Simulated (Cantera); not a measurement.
A perfectly stirred reactor is fed with CO : H2 : O2 : N2 = 1 : 0.099 : 0.796 : 9.56 (molar parts), equivalence ratio 0.69, at 1.00 bar; it is adiabatic with a 423 K inlet, and is followed from long to short residence time, starting on the burning branch (τ in s: 0.038, 0.016, 0.0064, 0.0026, 0.0011, 0.00044, 0.00018, 7.3e-05, 3e-05, 1.2e-05, 5e-06).

Detailed kinetics in Cantera: GRI-Mech 3.0 (53 species, 325 reactions).

Q: Predict: blow-out, bracketed by the residence times tried; x(CO) at τ = 38.0 ms; x(H2) at τ = 38.0 ms; x(O2) at τ = 38.0 ms; x(H2O2) at τ = 38.0 ms; x(NO) at τ = 38.0 ms; x(CO) at τ = 0.440 ms; x(H2) at τ = 0.440 ms; x(O2) at τ = 0.440 ms.

A: 
```json
{
  "blow_out_bracketed_by_the_residence_times_tried": "burning at 38.0 ms, out at 16.0 ms",
  "x(CO) at τ = 38.0 ms": "0.00837",
  "x(H2) at τ = 38.0 ms": "0.000155",
  "x(O2) at τ = 38.0 ms": "0.0266",
  "x(H2O2) at τ = 38.0 ms": "3.23e-7",
  "x(NO) at τ = 38.0 ms": "1.38e-6",
  "x(CO) at τ = 0.440 ms": "0.0873",
  "x(H2) at τ = 0.440 ms": "0.00864",
  "x(O2) at τ = 0.440 ms": "0.0695"
}
```
